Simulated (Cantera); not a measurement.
Input: 1 mol TiCl4, 0.93 mol C3H8, held at 1498.15 K and 0.000160 bar.

These are equilibrium values from Cantera (NASA tables, ideal gas, pure condensed phases), not measurements of a reactor. Candidate condensed phases: C, C6H6, C7H8, C8H18, Ti, TiC, TiCl2, TiCl3, TiCl4; 96 gas species. The tables' values for TiCl2 are old estimates; treat these amounts as uncertain. TiC: taken at fixed stoichiometry. Equilibrium is a limit: real reactors are often held back by kinetics, nucleation or transport.

### Question
What is the equilibrium state?

### Answer
x(HCl): 0.675
x(H2): 0.314
x(TiCl3): 0.00760
x(Cl): 0.00132
x(H): 0.000763
x(TiCl4): 0.000366
x(TiCl2): 0.000306
x(C2H2 (acetylene)): 2.78e-6
n(C(graphite)): 1.84 mol
n(TiC(s)): 0.953 mol
gas amount: 5.702 mol
log10 activity of Ti(β) (absent): -5.78
log10 activity of TiCl4(l) (absent): -9.23
